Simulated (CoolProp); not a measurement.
Values from CoolProp's reference Helmholtz-energy equation of state, Lemmon 2006. It is a short technical equation, of lower accuracy than the large ones.

Q: Give the vapour pressure (kPa), liquid density (kg/m³), vapour density (kg/m³), liquid cp (kJ/(kg K)) of saturated carbonyl sulfide at -16.25 °C.

A: 
| T (°C) | p (kPa) | liquid density (kg/m³) | vapour density (kg/m³) | liquid cp (kJ/(kg K)) |
|---|---|---|---|---|
| -16.25 | 388 | 1100 | 11.8 | 1.24 |
